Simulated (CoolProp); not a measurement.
A single-stage vapour-compression cycle with CH2F2 (R32): evaporating at 311.15 K (dew point), condensing at 338.15 K (bubble point), superheat 0 K, subcooling 5 K, compressor efficiency 0.8, no pressure losses. Each further row changes one setting.

Computed with CoolProp (reference Helmholtz-energy equation of state, Tillner-Roth 1997).

```tsv
case	cooling COP	pressure ratio	discharge temperature (K)	refrigerating effect (kJ/kg)	volumetric capacity (kJ/m³)
as stated	7.04	1.86	357.8	193	13400
evaporating temperature 316.15 K	8.95	1.65	353.6	191	15300
condensing temperature 333.15 K	9.12	1.67	349.3	205	14200
subcooling 10 K	7.51	1.86	357.8	206	14300
superheat 10 K	6.90	1.86	369.5	211	13100
compressor efficiency 0.7	6.16	1.86	360.0	193	13400
```
